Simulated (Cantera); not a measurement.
Input (Python, Cantera) and output of one run.

```python
import numpy as np
import cantera as ct

gas_names = """
    AL ALCL ALCL2 ALCL3 ALH AL2 AL2CL6 CL CL2 H HCL H2
""".split()
cond_names = """
    AL(cr) AL(L) ALCL3(s) ALCL3(L)
""".split()


# ... load() reads the species with a 1 bar reference pressure and builds the phases ...
atoms = {
    'Al': {'AL': 1},
    'HCl': {'H': 1, 'CL': 1},
}
top_T = {}  # K; cautious upper limits of use, not melting points


# ... equilibrate(T, P, feed) seeds the gas with the atoms and calls Mixture.equilibrate('TP', solver="vcs", rtol=1e-11, max_steps=5000) ...
results = []
feed = {'Al': 1, 'HCl': 4.9}  # mol
T = 1298  # K
P = 320  # Pa
mix = equilibrate(T, P, feed)
results.append((T, P, feed, dict(zip(mix.species_names, mix.species_moles))))
print(gas.report(threshold=0.001))
for i in range(1, mix.n_phases):
    print(f"{mix.phase(i).name:16s} {mix.phase_moles(i):12.5e} mol")
```

It prints:

```
       temperature   1298 K
          pressure   320 Pa
           density   0.0013849 kg/m^3
  mean mol. weight   46.708 kg/kmol
   phase of matter   gas

                          1 kg             1 kmol
                     ---------------   ---------------
          enthalpy       -2.8004e+06        -1.308e+08  J
   internal energy       -3.0314e+06       -1.4159e+08  J
           entropy            6718.7        3.1382e+05  J/K
    Gibbs function       -1.1521e+07       -5.3813e+08  J
 heat capacity c_p            936.54             43744  J/K
 heat capacity c_v            758.53             35429  J/K

                      mass frac. Y      mole frac. X     chem. pot. / RT
                     ---------------   ---------------   ---------------
             ALCL3            0.6456           0.22616           -105.78
               HCL           0.33769           0.43263           -40.116
                H2          0.014684            0.3402           -25.015
     [   +9 minor]         0.0020289         0.0010107

AL(L)             0.00000e+00 mol
ALCL3(L)          0.00000e+00 mol
```

Equilibrium computed with Cantera from the NASA thermochemical tables; the gas is ideal and each condensed phase is pure. The tables' values for AlCl2 are old estimates; treat these amounts as uncertain.
